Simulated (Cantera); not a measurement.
Mixture: CH4 : CO : O2 : N2 = 1 : 0.033 : 4.29 : 16.1 (molar parts), equivalence ratio 0.47, at 2500000 Pa, adiabatic and at constant volume. Ignition delay is the time to a rise of 400 K.

Model: GRI-Mech 3.0 (53 species, 325 reactions), integrated in Cantera. The pressure lies above the range GRI-Mech 3.0 was tuned for (to about 10 atm).

Task: What does this change do: pressure from 2500000 Pa to 1600000 Pa?

Result: 
```
quantity                                                before       after
--------------------------------------------------  ----------  ----------
delay at 1025 K                                        19.3 ms     29.3 ms
delay at 1225 K                                        1.01 ms     1.56 ms
delay at 1425 K                                       0.121 ms    0.182 ms
delay at 1625 K                                        22.6 µs     32.6 µs
delay at 1825 K                                        5.77 µs     8.20 µs
apparent activation energy between 1625 and 1825 K  170 kJ/mol  170 kJ/mol
```

Task: What does this change do: O2 4.29 to 2 parts?

Result: 
```csv
quantity,before,after
delay at 1025 K,19.3 ms,41.5 ms
delay at 1225 K,1.01 ms,2.57 ms
delay at 1425 K,0.121 ms,0.328 ms
delay at 1625 K,22.6 µs,54.7 µs
delay at 1825 K,5.77 µs,11.3 µs
apparent activation energy between 1625 and 1825 K,170 kJ/mol,190 kJ/mol
```
